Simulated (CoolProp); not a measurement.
Vapour-liquid equilibrium of ethane (1) + propane (2) at -80.95 °C; x and y are mole fractions of (1).

Computed with CoolProp (multi-fluid Helmholtz-energy mixture model, Bücker 2006 and Lemmon 2009; pair parameters Kunz 2012).

```tsv
x	bubble pressure, mixture model (MPa)	bubble pressure, Raoult's law (MPa)	y, mixture model	y, Raoult's law
0.05	0.01880	0.01915	0.378	0.392
0.2	[?]	0.03985	[?]	0.754
0.35	0.05747	0.06054	[?]	0.869
0.5	[?]	0.08124	0.918	0.925
0.65	[?]	0.1019	0.955	0.958
0.8	0.1208	0.1226	[?]	0.980
0.95	0.1429	0.1433	0.996	0.996
```

**Question.** Complete the blanks.

**Answer.** 
- 0.2, bubble pressure, mixture model (MPa): 0.03804
- 0.2, y, mixture model: 0.737
- 0.35, y, mixture model: 0.857
- 0.5, bubble pressure, mixture model (MPa): 0.07769
- 0.65, bubble pressure, mixture model (MPa): 0.09886
- 0.8, y, mixture model: 0.979

The largest gap from Raoult's law is -5.1 % in bubble pressure, at x = 0.35. No azeotrope shows between x = 0.05 and 0.95.

The pair parameters rest on a limited set of measurements; away from them the model extrapolates.
